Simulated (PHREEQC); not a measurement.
Make-up at 20 °C: 0.013 mol CaCl2, 0.017 mol CO2 and 0.26 mol MgSO4 per kg of water. Closed to the air; pH follows from the charge balance.

Model: ion-association model, phreeqc.dat, run in PHREEQC.

```
quantity                    before     after
------------------------  --------  --------
pH                            4.21      5.11
ionic strength (mol/kgw)     0.473   0.00894
HCO3- (mol/kgw)           0.000178   9.41e-6
(CO2)2 (mol/kgw)           4.84e-6  3.99e-10
CO3-2 (mol/kgw)           3.56e-10  6.75e-11
```

Task: What was changed between the two runs?
A) CO2 from 0.017 to 0.0085 mol/kgw
B) diluted 100-fold with water
C) MgSO4 left out
D) diluted 10-fold with water
E) CaCl2 left out

Result: B, diluted 100-fold with water

This is a speciation only: nothing precipitates in the calculation. Some of these states are supersaturated (in Gypsum, for instance).
